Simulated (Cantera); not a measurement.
Input: 1 mol B2H6, 110 mol H2, 17 mol N2, 2.6 mol O2, equilibrated at 7.50 Torr.

Equilibrium computed with Cantera from the NASA thermochemical tables; the gas is ideal and each condensed phase is pure. Candidate condensed phases: B, BN, B2O3, B3O3H3, H2O; 39 gas species. The feed counts by its element totals alone. Equilibrium is a limit: real reactors are often held back by kinetics, nucleation or transport.

Task: At 1998 K, list the 6 most abundant gas species with their mole fractions, and the condensed phases.

Result: H2 0.828, N2 0.129, H 0.0146, H2O 0.0138, HBO2 0.00965, HBO 0.00319. Condensed: gas only.
